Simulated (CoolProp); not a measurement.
Hydrogen chloride along the isobar 12.5 MPa: Z from the reference equation and from simpler models built on Tc = 324.7 K, pc = 8.314 MPa, ω = 0.130; each cubic takes its own stable root.

Computed with CoolProp (reference Helmholtz-energy equation of state, Thol 2018).

```tsv
T (K)	phase	reference
193	liquid	0.2388
212.3	liquid	0.2259
231.6	liquid	0.2164
250.9	liquid	0.2101
270.2	liquid	0.2069
289.5	liquid	0.2076
308.8	liquid	0.2146
328.1	supercritical	0.2366
347.4	supercritical	0.3454
366.7	supercritical	0.5486
386	supercritical	0.6546
405.3	supercritical	0.7224
424.6	supercritical	0.7711
```

Q: How far does each simpler model (van der Waals, Soave-Redlich-Kwong) lie from the reference over these 13 states: mean and median of the absolute difference, and the worst?

A: 
- van der Waals: mean 40.3 %, median 57.0 %, worst +66.2 % at 193 K and 12.5 MPa
- Soave-Redlich-Kwong: mean 13.8 %, median 14.0 %, worst +26.1 % at 328.1 K and 12.5 MPa
